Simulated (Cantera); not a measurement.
An isothermal, constant-pressure homogeneous reactor starts with 69.4 % CH4, 30.6 % H2O, at 1873 K and 1.00 atm.

Detailed kinetics in Cantera: GRI-Mech 3.0 (53 species, 325 reactions). GRI-Mech 3.0 stops at C3 and has no aromatics, soot or wall deposition, so with more carbon than oxygen in the feed, carbon stays in small species such as C2H2 where larger ones or solid carbon would form.

x: mole fraction; the columns are a selection and need not sum to one.

```json
[
 {"t (s)": "0.000600", "x CH4": "0.245", "x H2O": "0.224", "x CO2": "2.68e-5", "x C2H4": "0.00882", "x OH": "1.33e-5"},
 {"t (s)": "0.00163", "x CH4": "0.126", "x H2O": "0.197", "x CO2": "0.000144", "x C2H4": "0.00308", "x OH": "1.18e-5"},
 {"t (s)": "0.00445", "x CH4": "0.0570", "x H2O": "0.173", "x CO2": "0.000615", "x C2H4": "0.00186", "x OH": "1.09e-5"},
 {"t (s)": "0.0121", "x CH4": "0.0292", "x H2O": "0.143", "x CO2": "0.00165", "x C2H4": "0.00163", "x OH": "9.19e-6"},
 {"t (s)": "0.0330", "x CH4": "0.0207", "x H2O": "0.0974", "x CO2": "0.00244", "x C2H4": "0.00145", "x OH": "6.10e-6"},
 {"t (s)": "0.0899", "x CH4": "?", "x H2O": "?", "x CO2": "?", "x C2H4": "?", "x OH": "?"},
 {"t (s)": "0.245", "x CH4": "0.00904", "x H2O": "0.0103", "x CO2": "0.000500", "x C2H4": "0.00106", "x OH": "6.01e-7"},
 {"t (s)": "0.667", "x CH4": "0.00690", "x H2O": "0.000333", "x CO2": "1.70e-5", "x C2H4": "0.00101", "x OH": "1.93e-8"},
 {"t (s)": "1.82", "x CH4": "0.00682", "x H2O": "1.18e-6", "x CO2": "5.96e-8", "x C2H4": "0.00101", "x OH": "6.86e-11"},
 {"t (s)": "4.95", "x CH4": "0.00682", "x H2O": "1.15e-6", "x CO2": "5.78e-8", "x C2H4": "0.00101", "x OH": "6.65e-11"},
 {"t (s)": "13.5", "x CH4": "0.00682", "x H2O": "1.15e-6", "x CO2": "5.78e-8", "x C2H4": "0.00101", "x OH": "6.65e-11"},
 {"t (s)": "36.7", "x CH4": "0.00682", "x H2O": "1.15e-6", "x CO2": "5.78e-8", "x C2H4": "0.00101", "x OH": "6.65e-11"},
 {"t (s)": "100", "x CH4": "0.00682", "x H2O": "1.15e-6", "x CO2": "5.78e-8", "x C2H4": "0.00101", "x OH": "6.65e-11"}
]
```

Task: Fill in the missing entries.

Result: 
- 0.0899, x CH4: 0.0145
- 0.0899, x H2O: 0.0458
- 0.0899, x CO2: 0.00181
- 0.0899, x C2H4: 0.00123
- 0.0899, x OH: 2.75e-6
